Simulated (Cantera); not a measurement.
Charge: 1 mol Si, 9.2 mol F₂, equilibrated at 0.00133 bar.

Method: chemical equilibrium by Gibbs-energy minimisation in Cantera with the NASA 1993 tables (ideal gas, pure condensed phases). Candidate condensed phases: Si; 9 gas species. Kinetics and transport are ignored. All values below are at 577 °C.

Base state: F₂ 0.551, F 0.349, SiF₄ 0.101 (mole fractions); condensed: gas only.

Task: What changes in the equilibrium state with this change: pressure from 0.00133 bar to 0.133 bar?

Result: 
```tsv
species	before	after
F₂	0.551	0.838
SiF₄	0.101	0.119
F	0.349	0.0430
```
